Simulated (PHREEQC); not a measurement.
Solution (25 °C and 10 atm): 0.0029 mol (CH3)4NCl per kg of water. Closed to the air; pH follows from the charge balance.

Computed with PHREEQC (ion-association model, phreeqc.dat).

```json
{
 "ionic_strength": "0.00290 mol/kgw"
}
```

```tsv
species	molality	activity	log γ
Cl-	0.00290	0.00273	-0.026
(CH3)4N+	0.00290	0.00273	-0.026
H+	1.07e-7	1.01e-7	-0.024
OH-	1.07e-7	1.01e-7	-0.026
```

This is a speciation only: nothing precipitates in the calculation. (CH3)4N+ isn't in the database: it is added as a free cation with an ion size of 4 Å.
